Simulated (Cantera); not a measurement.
Charge: 1 mol Si3N4, 0.011 mol O2, 100 mol H2, at 1923.15 K and 390 Torr.

Cantera equilibrium calculation (NASA polynomials, part measured and part estimated; ideal gas, pure solids and liquids). Candidate condensed phases: H2O, Si, SiO2, Si2N2O, Si3N4; 35 gas species. Gases not in the tables: Si2H6 and higher silanes. Equilibrium is a limit: real reactors are often held back by kinetics, nucleation or transport.

Base state: H2 0.979, N2 0.0196, H 0.00129, SiO 0.000215, SiH2 6.59e-5, Si 3.27e-5, SiH 1.91e-5 (mole fractions); condensed: Si(l).

### Question
What changes in the equilibrium state with this change: Si3N4 replaced by Si?

### Answer
```
species       before     after
----------  --------  --------
H2             0.979     0.998
H            0.00129   0.00131
SiO         0.000215  0.000220
N2            0.0196         0
SiH2         6.59e-5   6.73e-5
SiH          1.91e-5   1.93e-5
Si           3.27e-5   3.27e-5
Si(l), mol      2.97     0.966
```
